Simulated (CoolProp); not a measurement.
R227EA along the isotherm 330.6 K: fugacity coefficient from the reference equation and from simpler models built on Tc = 374.9 K, pc = 29.25 bar, ω = 0.358; each cubic takes its own stable root.

The numbers come from the reference Helmholtz-energy equation of state, Lemmon 2016 in CoolProp.

```json
[
 {"p (bar)": "4.88", "phase": "gas", "reference": "0.9113", "van der Waals": "0.9333", "Redlich-Kwong": "0.9195", "Peng-Robinson": "0.9072"},
 {"p (bar)": "9.75", "phase": "gas", "reference": "…", "van der Waals": "…", "Redlich-Kwong": "0.8402", "Peng-Robinson": "0.8167"},
 {"p (bar)": "14.6", "phase": "liquid", "reference": "…", "van der Waals": "0.7991", "Redlich-Kwong": "0.7361", "Peng-Robinson": "0.6112"},
 {"p (bar)": "19.5", "phase": "liquid", "reference": "0.4720", "van der Waals": "0.6874", "Redlich-Kwong": "0.5680", "Peng-Robinson": "0.4690"},
 {"p (bar)": "24.4", "phase": "liquid", "reference": "…", "van der Waals": "0.5719", "Redlich-Kwong": "0.4675", "Peng-Robinson": "…"},
 {"p (bar)": "29.3", "phase": "liquid", "reference": "0.3297", "van der Waals": "0.4954", "Redlich-Kwong": "0.4007", "Peng-Robinson": "…"},
 {"p (bar)": "34.1", "phase": "liquid", "reference": "0.2900", "van der Waals": "0.4420", "Redlich-Kwong": "0.3541", "Peng-Robinson": "0.2882"},
 {"p (bar)": "39", "phase": "liquid", "reference": "0.2597", "van der Waals": "0.4014", "Redlich-Kwong": "0.3184", "Peng-Robinson": "0.2580"},
 {"p (bar)": "43.9", "phase": "liquid", "reference": "…", "van der Waals": "…", "Redlich-Kwong": "0.2908", "Peng-Robinson": "0.2346"}
]
```

Problem. Fill in the missing entries.

Solution. 
- 9.75, reference: 0.8227
- 9.75, van der Waals: 0.8667
- 14.6, reference: 0.6153
- 24.4, reference: 0.3865
- 24.4, Peng-Robinson: 0.3841
- 29.3, Peng-Robinson: 0.3276
- 43.9, reference: 0.2363
- 43.9, van der Waals: 0.3701

At some of these states van der Waals gives the other phase, because its saturation line lies elsewhere.
